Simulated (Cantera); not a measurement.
A closed system holds: 1 mol SiH2Cl2, 0.13 mol HCl, 170 mol H2, 0.048 mol Cl2, equilibrated at 927 °C and 1350 Torr.

Cantera equilibrium calculation (NASA polynomials, part measured and part estimated; ideal gas, pure solids and liquids). Candidate condensed phases: Si; 19 gas species. The tables' values for SiCl3 are old estimates; treat these amounts as uncertain. Kinetics and transport are ignored.

Base state: H2 0.990, HCl 0.00910, SiHCl3 0.000626, SiH2Cl2 0.000242, SiCl4 0.000212, SiCl2 0.000198, SiCl3 6.91e-5, SiH3Cl 2.57e-5 (mole fractions); condensed: Si(s).

Question: What changes in the equilibrium state with this change: SiH2Cl2 replaced by SiHCl3?

Answer: 
```json
[
 {"species": "H2", "before": "0.990", "after": "0.986"},
 {"species": "HCl", "before": "0.00910", "after": "0.0113"},
 {"species": "SiHCl3", "before": "0.000626", "after": "0.00121"},
 {"species": "SiCl4", "before": "0.000212", "after": "0.000510"},
 {"species": "SiCl3", "before": "6.91e-5", "after": "0.000134"},
 {"species": "Si(s), mol", "before": "0.764", "after": "0.559"}
]
```
